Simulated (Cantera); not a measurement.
## Low-pressure radical oxidation in H2/O2

An isothermal, constant-pressure homogeneous reactor starts with 2.58 % H2, 19.9 % O2, 77.5 % N2, at 1300 K and 0.0133 bar.

Detailed kinetics in Cantera: the H2/O2 subset of GRI-Mech 3.0, which has no nitrogen chemistry. Radical loss at walls, strong at low pressure, is not modelled.

```json
[
 {"t (s)": "1.00e-6", "x H2": "0.0258", "x O2": "0.199", "x H": "2.69e-11", "x HO2": "2.70e-11", "x H2O": "<1e-12", "x OH": "<1e-12", "x O": "<1e-12"},
 {"t (s)": "7.04e-6", "x H2": "0.0258", "x O2": "0.199", "x H": "1.86e-10", "x HO2": "1.90e-10", "x H2O": "<1e-12", "x OH": "4.72e-12", "x O": "4.76e-12"},
 {"t (s)": "4.96e-5", "x H2": "0.0258", "x O2": "0.199", "x H": "1.16e-9", "x HO2": "1.34e-9", "x H2O": "3.13e-11", "x OH": "1.96e-10", "x O": "2.08e-10"},
 {"t (s)": "0.000349", "x H2": "0.0258", "x O2": "0.199", "x H": "8.71e-9", "x HO2": "9.43e-9", "x H2O": "6.71e-9", "x OH": "5.76e-9", "x O": "7.43e-9"},
 {"t (s)": "0.00246", "x H2": "0.0258", "x O2": "0.199", "x H": "1.76e-5", "x HO2": "1.12e-7", "x H2O": "3.78e-5", "x OH": "1.45e-5", "x O": "2.02e-5"},
 {"t (s)": "0.0173", "x H2": "0.000797", "x O2": "0.181", "x H": "0.00562", "x HO2": "6.42e-7", "x H2O": "0.0213", "x OH": "0.00199", "x O": "0.0136"},
 {"t (s)": "0.122", "x H2": "0.000507", "x O2": "0.184", "x H": "0.00262", "x HO2": "5.93e-7", "x H2O": "0.0234", "x OH": "0.00160", "x O": "0.00800"},
 {"t (s)": "0.859", "x H2": "5.69e-5", "x O2": "0.188", "x H": "9.03e-5", "x HO2": "2.56e-7", "x H2O": "0.0258", "x OH": "0.000541", "x O": "0.000835"},
 {"t (s)": "6.05", "x H2": "1.84e-6", "x O2": "0.188", "x H": "5.24e-7", "x HO2": "2.12e-8", "x H2O": "0.0261", "x OH": "9.77e-5", "x O": "2.69e-5"},
 {"t (s)": "42.6", "x H2": "1.25e-7", "x O2": "0.188", "x H": "9.26e-9", "x HO2": "5.01e-9", "x H2O": "0.0262", "x OH": "2.55e-5", "x O": "1.82e-6"},
 {"t (s)": "300", "x H2": "4.57e-8", "x O2": "0.188", "x H": "2.07e-9", "x HO2": "6.00e-9", "x H2O": "0.0262", "x OH": "1.54e-5", "x O": "6.71e-7"}
]
```
x: mole fraction; the columns are a selection and need not sum to one.

Equilibrium at this temperature and pressure: H2 4.56e-8, O2 0.188, H 2.06e-9, HO2 6.00e-9, H2O 0.0262, OH 1.54e-5, O 6.69e-7 (gas phase only).
